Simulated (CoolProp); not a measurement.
Vapour-liquid equilibrium of ethanol (1) + p-xylene (2) at 452 K; x and y are mole fractions of (1).

Values from CoolProp's multi-fluid Helmholtz-energy mixture model, Schroeder 2014 and Zhou 2012; pair parameters Bell 2016.

```csv
x,"bubble pressure, mixture model (MPa)","bubble pressure, Raoult's law (MPa)","y, mixture model","y, Raoult's law"
0.05,0.5127,0.3511,0.467,0.275
0.125,0.7784,0.4760,0.648,0.507
0.2,0.9573,0.6008,0.716,0.643
0.275,1.082,0.7256,0.752,0.732
0.35,1.177,0.8504,0.777,0.795
0.425,1.256,0.9752,0.797,0.842
0.5,1.330,1.100,0.817,0.878
0.575,1.406,1.225,0.837,0.907
0.65,1.485,1.350,0.859,0.931
0.725,1.570,1.474,0.884,0.950
0.8,1.661,1.599,0.913,0.966
0.875,1.759,1.724,0.944,0.981
0.95,1.862,1.849,0.977,0.993
```

The largest gap from Raoult's law is +63.5 % in bubble pressure, at x = 0.125. No azeotrope shows between x = 0.05 and 0.95.

The pair parameters rest on a limited set of measurements; away from them the model extrapolates. With so large a gap from Raoult's law the liquid may split in two, which this calculation doesn't test in full.
